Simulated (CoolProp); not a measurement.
Saturation properties of n-nonane (Tc = 594.5 K, pc = 22.82 bar, ω = 0.443).

Model: reference Helmholtz-energy equation of state, Lemmon 2006, in CoolProp. It is a short technical equation, of lower accuracy than the large ones.

```csv
T (K),p (bar),vapour density (kg/m³),enthalpy of vaporisation (kJ/kg),liquid conductivity (mW/(m K))
372.2,0.2034,0.8590,320.5,108
385,0.3181,1.308,312.9,105
397.8,0.4801,1.928,305.2,103
410.5,0.7005,2.756,297.3,100
423.3,0.9969,3.855,289.0,97.7
436.1,1.384,5.278,280.4,95.3
448.8,1.875,7.079,271.4,93.0
461.6,2.496,9.368,261.8,90.7
474.4,3.265,12.23,251.6,88.4
487.1,4.194,15.77,240.8,86.1
499.9,5.322,20.20,229.1,83.9
512.6,6.655,25.68,216.4,81.6
525.4,8.243,32.62,202.2,79.3
538.2,10.11,41.49,186.2,76.9
550.9,12.26,53.05,167.9,74.4
```

It boils at 423.9 K under 1 atm.

Thermal conductivity comes from a separate model (Huber 2005).
